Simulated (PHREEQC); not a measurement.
A solution holds 0.01 mol H2SO4, 0.0036 mol K2SO4 and 0.19 mol KH2PO4 per kg of water, at 5 °C. Closed to the air; pH follows from the charge balance.

Model: ion-association model, phreeqc.dat, run in PHREEQC.

Precipitation was switched off in this run.

Question: Predict the pH.

Answer: pH 2.89.

Question: In which forms is P present?

Answer: H2PO4- 90 %, H3PO4 9.5 % of the P.

Species that the database lacks are ignored. Away from 25 °C the constants follow the database's enthalpies or fits; those with neither stay at their 25 °C values.
